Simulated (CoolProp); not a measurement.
Saturation properties of water (Tc = 647.1 K, pc = 22.06 MPa, ω = 0.344).

The numbers come from the reference Helmholtz-energy equation of state, Wagner 2002 in CoolProp.

| T (K) | p (MPa) | vapour density (kg/m³) | surface tension (mN/m) | liquid viscosity (µPa s) | liquid conductivity (mW/(m K)) |
|---|---|---|---|---|---|
| 315.5 | 0.008362 | 0.05760 | ___ | 625 | 631 |
| 332.8 | 0.01963 | 0.1285 | 66.4 | ___ | 651 |
| 350.1 | 0.04185 | 0.2613 | 63.3 | 368 | 665 |
| 367.4 | ___ | 0.4920 | 60.0 | 300 | 675 |
| 384.7 | 0.1510 | 0.8680 | 56.6 | 251 | 681 |
| 402 | 0.2611 | 1.449 | 53.1 | 215 | 683 |
| 419.3 | 0.4290 | 2.310 | 49.5 | 188 | 682 |
| 436.6 | 0.6744 | 3.539 | 45.7 | 167 | 678 |
| 453.9 | 1.020 | 5.244 | 41.9 | 150 | 671 |

Task: Fill in the missing entries.

Result: 
- 315.5, surface tension (mN/m): 69.3
- 332.8, liquid viscosity (µPa s): 468
- 367.4, p (MPa): 0.08230

It boils at 373.1 K under 1 atm.

Viscosity comes from a separate model (Huber 2009). Thermal conductivity comes from a separate model (Huber 2012). Surface tension comes from a separate correlation (Mulero 2012).
